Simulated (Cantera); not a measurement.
## TiN + Cl2 + N2 (nitride etching)

A closed system holds: 1 mol TiN, 5.3 mol Cl2, 4.4 mol N2, held at 1.33 mbar.

Cantera equilibrium calculation (NASA polynomials, part measured and part estimated; ideal gas, pure solids and liquids). Candidate condensed phases: Ti, TiCl2, TiCl3, TiCl4, TiN; 9 gas species. The numbers say what is thermodynamically allowed, not how fast it happens.

```tsv
T (K)	log p N2	log p Cl	log p Cl2	log p TiCl4	log p TiCl3	log p TiCl2
748	-3.15	-7.25	-3.32	-3.84	-14.04	<-14
823	-3.15	-6.46	-3.32	-3.84	-12.63	<-14
898	-3.15	-5.81	-3.32	-3.84	-11.45	<-14
973	-3.15	-5.25	-3.32	-3.84	-10.46	<-14
1048	-3.15	-4.78	-3.33	-3.84	-9.60	<-14
1123	-3.16	-4.37	-3.35	-3.85	-8.86	<-14
1198	-3.16	-4.03	-3.38	-3.85	-8.21	<-14
1273	-3.18	-3.74	-3.45	-3.87	-7.62	-14.57
1348	-3.20	-3.51	-3.57	-3.89	-7.08	-13.28
1423	-3.23	-3.35	-3.76	-3.92	-6.56	-12.07
1498	-3.25	-3.25	-4.02	-3.95	-6.05	-10.88
1573	-3.27	-3.20	-4.33	-3.97	-5.56	-9.73
1648	-3.28	-3.17	-4.66	-4.00	-5.09	-8.65
```
log p: log10 of the partial pressure in bar; nothing condenses.

From 748 K to 1648 K nothing is condensed. The main Ti-bearing gas is TiCl4 throughout.
